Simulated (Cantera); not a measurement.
A perfectly stirred reactor is fed with 5.54 % CH4, 8.31 % CO, 10.9 % O2, 75.3 % N2, equivalence ratio 1.4, at 1950 Torr; it is adiabatic with a 498 K inlet, and is followed from long to short residence time, starting on the burning branch (τ in s: 0.17, 0.072, 0.03, 0.012, 0.0052, 0.0021, 0.00089, 0.00037, 0.00015, 6.3e-05, 2.6e-05, 1.1e-05).

Computed with Cantera and GRI-Mech 3.0 (53 species, 325 reactions).

One state of this run: T (K) = 1714; x CH4 = 0.00145; x CO = 0.0651; x O2 = 0.00231; x C2H2 = 0.000388; x H = 0.000148; x NO2 = 1.53e-9. x: mole fraction; the columns are a selection and need not sum to one.

**Question.** Which value of τ (s) does it belong to?
(A) 0.00089
(B) 0.030
(C) 6.3e-5
(D) 0.012

**Answer.** D, 0.012
